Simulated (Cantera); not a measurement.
A freely propagating, adiabatic, planar premixed flame of H2 : O2 : N2 : H2O = 1 : 0.926 : 3.48 : 0.25 (molar parts), equivalence ratio 0.54, unburnt at 500 K and 1.01 bar; unity-Lewis-number transport, grid criteria slope 0.08 and curve 0.16, no radiation.

Cantera simulation using the H2/O2 subset of GRI-Mech 3.0, which has no nitrogen chemistry; the numbers are that mechanism's predictions, not measurements. Unity Lewis numbers drop preferential diffusion, which matters most where H2 and H carry the flame. Burning velocities carry a grid error of a few per cent, more on coarse grids. Lean hydrogen flames are cellular in practice and burn faster than this planar one.

### Question
Predict: laminar burning velocity; thermal thickness; peak x(HO2); peak x(OH); peak x(O).

### Answer
```
Quantity                    Result
------------------------  --------
laminar burning velocity  188 cm/s
thermal thickness         0.285 mm
peak x(HO2)               0.000287
peak x(OH)                 0.00844
peak x(O)                  0.00789
```
